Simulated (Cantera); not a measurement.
Charge: 1 mol FeS2, 2.4 mol SO3, 0.2 mol CO2, at 1.00 bar.

Method: chemical equilibrium by Gibbs-energy minimisation in Cantera with the NASA 1993 tables (ideal gas, pure condensed phases). Candidate condensed phases: C, Fe, Fe(CO)5, FeO, FeS, FeSO4, FeS2, Fe2O3, Fe2(SO4)3, Fe3O4, S; 25 gas species. Metal and sulfide melt together well below either melting point, which pure phases cannot show. Mutual solubility and eutectic melting of coexisting phases are not modelled. The tables' stoichiometric FeO is somewhat more stable than real wüstite, so its field is too wide. FeO, FeS: taken at fixed stoichiometry. Gases not in the tables: S3 to S7. Kinetics and transport are ignored.

Which condensed phases are stable at each of these points (T (K)): 975, 1025, 1075, 1125, 1175, 1225, 1275, 1325, 1375, 1425, 1475, 1525, 1575?


```csv
T (K),condensed phases,Fe condensed (%)
975,FeS(s) + Fe3O4(s),100.0
1025,FeS(s) + Fe3O4(s),100.0
1075,FeS(s) + Fe3O4(s),100.0
1125,FeS(s) + Fe3O4(s),100.0
1175,FeS(s) + Fe3O4(s),100.0
1225,FeS(s) + Fe3O4(s),100.0
1275,FeS(s) + Fe3O4(s),100.0
1325,FeS(s) + Fe3O4(s),100.0
1375,FeS(s) + Fe3O4(s),100.0
1425,FeS(s) + Fe3O4(s),100.0
1475,FeO(s) + FeS(l),100.0
1525,FeO(s) + FeS(l),100.0
1575,FeO(s) + FeS(l),100.0
```

From 975 K to 1425 K the condensed part is FeS(s) + Fe3O4(s). From 1475 K to 1575 K the condensed part is FeO(s) + FeS(l).
